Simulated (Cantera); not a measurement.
Feed: 1 mol SiH4, 0.058 mol HCl, 12 mol N2, equilibrated at 873.15 K and 1.00 bar.

Method: chemical equilibrium by Gibbs-energy minimisation in Cantera with the NASA 1993 tables (ideal gas, pure condensed phases). Candidate condensed phases: NH4Cl, Si, Si3N4; 28 gas species. N2 is the only nitrogen source here; it is nearly inert below about 1500 K, so the nitride shown seldom forms there in practice. Rates play no part.

Base state: N2 0.846, H2 0.149, HCl 0.00433, NH3 8.03e-5 (mole fractions); condensed: Si3N4(s).

Question: What changes in the equilibrium state with this change: SiH4 replaced by Si2H6?

Answer: 
| species | before | after |
|---|---|---|
| N2 | 0.846 | 0.777 |
| H2 | 0.149 | 0.218 |
| HCl | 0.00433 | 0.00423 |
| NH3 | 8.03e-5 | 0.000136 |
| Si3N4(s), mol | 0.333 | 0.667 |
The feed counts by its element totals alone.
